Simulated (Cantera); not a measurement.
A perfectly stirred reactor is fed with 0.0658 % CH4, 99.6 % H2, 0.309 % O2, equivalence ratio 160, at 32000 Pa; it is held at 2875 K, and followed from long to short residence time.

Computed with Cantera and GRI-Mech 3.0 (53 species, 325 reactions).

One state of this run: x CH4 = 6.18e-7; x H2 = 0.837; x O2 = 2.47e-7; x OH = 0.000270; x H = 0.157; x HO2 = 1.45e-10. x: mole fraction; the columns are a selection and need not sum to one.

**Question.** Which value of τ (s) does it belong to?
(A) 0.21
(B) 0.012
(C) 0.025
(D) 0.0060

**Answer.** B, 0.012
